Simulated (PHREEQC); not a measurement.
A solution holds 19 mmol/kgw CuSO4 and 0.14 mmol/kgw Na2SO4, at 25 °C. Closed to the air; pH follows from the charge balance.

The numbers come from PHREEQC with the ion-association model, wateq4f.dat.

```csv
quantity,before,after
ionic strength (mol/kgw),0.0492,0.0121
SO4-2 (mol/kgw),0.0123,0.00304
Cu+2 (mol/kgw),0.0122,0.00300
CuSO4 (mol/kgw),0.00680,0.000784
Cu2(OH)2+2 (mol/kgw),1.24e-5,3.69e-6
SI of Tenorite (CuO),-0.28,-0.18
SI of Cu(OH)2 (Cu(OH)2),-1.30,-1.20
```

**Question.** What was changed between the two runs?
A) diluted 10-fold with water
B) 0.03 mol/kgw HBr added
C) temperature from 25 to 50 °C
D) Na2SO4 from 0.00014 to 0.00021 mol/kgw
E) diluted 5-fold with water

**Answer.** E, diluted 5-fold with water

Precipitation was switched off in this run. Some of these states are supersaturated (in Antlerite, Brochantite, for instance).
